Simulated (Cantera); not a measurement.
An isothermal, constant-pressure homogeneous reactor starts with 96.4 % NO, 3.57 % N2, at 1873 K and 0.200 bar.

Cantera simulation using GRI-Mech 3.0 (53 species, 325 reactions); the numbers are that mechanism's predictions, not measurements.

x: mole fraction; the columns are a selection and need not sum to one.

```csv
t (s),x NO,x NO2,x O2,x O,x N2,x N2O
1.00e-5,0.964,1.64e-8,6.08e-10,7.92e-7,0.0357,?
4.68e-5,0.964,3.36e-7,1.28e-8,3.46e-6,0.0357,?
0.000219,0.964,5.67e-6,2.53e-7,1.23e-5,0.0357,?
0.00102,0.964,5.31e-5,6.22e-6,3.08e-5,0.0357,?
0.00478,0.963,0.000174,0.000175,6.18e-5,0.0359,?
0.0224,0.960,0.000212,0.00165,7.41e-5,0.0373,0.000375
0.105,0.946,0.000262,0.00892,8.77e-5,0.0446,0.000362
0.489,0.880,0.000401,0.0417,0.000131,0.0775,?
2.29,0.637,0.000542,0.163,0.000225,0.199,?
10.7,0.196,0.000256,0.384,0.000332,0.420,?
50.0,0.0190,2.75e-5,0.472,0.000366,0.508,?
```

Problem. Some entries are withheld; supply them.

Solution. 
- 1.00e-5, x N2O: 8.06e-7
- 4.68e-5, x N2O: 3.76e-6
- 0.000219, x N2O: 1.73e-5
- 0.00102, x N2O: 7.45e-5
- 0.00478, x N2O: 0.000244
- 0.489, x N2O: 0.000303
- 2.29, x N2O: 0.000148
- 10.7, x N2O: 1.31e-5
- 50.0, x N2O: 2.36e-7
